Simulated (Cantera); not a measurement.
**Reactions in the system Cu-F-O**

Source: NASA polynomial tables (part measured, part estimated), evaluated in Cantera. Values are per mole of reaction as written; species without (g) are pure solids or liquids, kept so even where they would boil at 1 bar.

O2(g) + 4 CuF2 ⇌ 4 F2(g) + 2 Cu2O

```
T (K)  ΔH° (kJ)  ΔS° (J/K)  ΔG° (kJ)  log10 K  condensed phases
-----  --------  ---------  --------  -------  ----------------
300      1814.2      480.8    1669.9  -290.76  CuF2(s), Cu2O(s)
500      1803.6      454.3    1576.5  -164.69  CuF2(s), Cu2O(s)
600      1796.9      442.0    1531.7  -133.34  CuF2(s), Cu2O(s)
700      1789.4      430.5    1488.0  -111.04  CuF2(s), Cu2O(s)
800      1781.4      419.9    1445.5   -94.38  CuF2(s), Cu2O(s)
900      1773.2      410.1    1404.0   -81.49  CuF2(s), Cu2O(s)
1000     1764.7      401.2    1363.5   -71.22  CuF2(s), Cu2O(s)
1100     1756.1      393.1    1323.8   -62.86  CuF2(s), Cu2O(s)
1200     1523.8      183.9    1303.1   -56.72  CuF2(l), Cu2O(s)
1300     1512.7      175.0    1285.1   -51.64  CuF2(l), Cu2O(s)
1400     1502.3      167.4    1268.0   -47.31  CuF2(l), Cu2O(s)
1500     1492.7      160.7    1251.6   -43.58  CuF2(l), Cu2O(s)
```
